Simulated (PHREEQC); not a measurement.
**Nickel, zinc or cadmium bath (model solution)**

Consider water at 57 °C with 0.0018 mol/kgw ZnSO4, 0.00015 mol/kgw Na2SO4 and 0.00092 mol/kgw NiCl2. Closed to the air; pH follows from the charge balance.

Equilibrium calculation in PHREEQC: ion-association model, wateq4f.dat.

Precipitation was switched off in this run.

Question: What pH does the model give?

Answer: pH 5.53.

Question: In which forms is Zn present?

Answer: Zn+2 82 %, ZnSO4 16 %, ZnCl+ 1.0 % of the Zn.

Away from 25 °C the constants follow the database's enthalpies or fits; those with neither stay at their 25 °C values.
